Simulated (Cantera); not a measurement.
Cantera with NASA thermochemical tables; ideal gases at 1 bar, condensed phases pure. Values are per mole of reaction as written; species without (g) are pure solids or liquids, kept so even where they would boil at 1 bar. ZrN: taken at fixed stoichiometry.

Problem. Between 2073 and 2473 K, where is each reaction favourable under standard conditions?
- 6 OH(g) + 2 ZrN → 2 NO(g) + 3 H2(g) + 2 ZrO2

Solution. 
- 6 OH(g) + 2 ZrN → 2 NO(g) + 3 H2(g) + 2 ZrO2: ΔG° is -1001 kJ at 2073 K and -907 kJ at 2473 K; it stays negative (K > 1). ΔH° is -1490 kJ and ΔS° -236 J/K at 2473 K.
